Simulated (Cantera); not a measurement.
A Cantera script and what it prints.

```python
import numpy as np
import cantera as ct

gas_names = [...]  # 95 gases of nasa_gas.yaml made of C, F, H
cond_names = """
    C(gr) C6H6(L) C7H8(L) C8H18(L),n-octa
""".split()


# ... load() reads the species with a 1 bar reference pressure and builds the phases ...
atoms = {
    'CH2F2': {'C': 1, 'H': 2, 'F': 2},
    'H2': {'H': 2},
}
top_T = {'C(gr)': 4500}  # K; cautious upper limits of use, not melting points


# ... equilibrate(T, P, feed) seeds the gas with the atoms and calls Mixture.equilibrate('TP', solver="vcs", rtol=1e-11, max_steps=5000) ...
results = []
feed = {'CH2F2': 1, 'H2': 1.5}  # mol
T = 2900  # K
P = 2600  # Pa
mix = equilibrate(T, P, feed)
results.append((T, P, feed, dict(zip(mix.species_names, mix.species_moles))))
print(gas.report(threshold=1e-06))
for i in range(1, mix.n_phases):
    print(f"{mix.phase(i).name:16s} {mix.phase_moles(i):12.5e} mol")
```

Output:

```
       temperature   2900 K
          pressure   2600 Pa
           density   0.001155 kg/m^3
  mean mol. weight   10.711 kg/kmol
   phase of matter   gas

                          1 kg             1 kmol
                     ---------------   ---------------
          enthalpy        2.2146e+06        2.3721e+07  J
   internal energy            -36498       -3.9095e+05  J
           entropy             23503        2.5175e+05  J/K
    Gibbs function       -6.5944e+07       -7.0635e+08  J
 heat capacity c_p            2985.8             31982  J/K
 heat capacity c_v            2209.6             23667  J/K

                      mass frac. Y      mole frac. X     chem. pot. / RT
                     ---------------   ---------------   ---------------
                 C        0.00081666        0.00072829           -3.6165
                CF         0.0010626        0.00036705           -32.208
               CF2        1.8906e-05        4.0495e-06             -60.8
                CH         3.341e-05        2.7488e-05           -16.627
               CH2        1.0803e-05        8.2497e-06           -29.638
               CH3        3.1276e-06        2.2282e-06           -42.649
                C2        0.00088835        0.00039611           -7.2329
               C2H         0.0049948         0.0021375           -20.244
              C2HF        4.7539e-05        1.1566e-05           -48.835
    C2H2,acetylene          0.021627         0.0088969           -33.254
   C2H2,vinylidene        5.3697e-05         2.209e-05           -33.254
                C3           0.01338         0.0039774           -10.849
                C4        4.4883e-05        1.0007e-05           -14.466
              C4H2        0.00079836        0.00017082           -40.487
                C5        0.00029833         5.321e-05           -18.082
              C6H2        2.4013e-05         3.472e-06            -47.72
                 F         0.0069799         0.0039353           -28.592
                 H          0.029482           0.31329           -13.011
                HF           0.88308            0.4728           -41.602
                H2          0.036355           0.19316           -26.021
     [  +75 minor]        1.6424e-06        5.5516e-07

C(gr)             8.44864e-01 mol
```

Method: chemical equilibrium by Gibbs-energy minimisation in Cantera with the NASA 1993 tables (ideal gas, pure condensed phases).
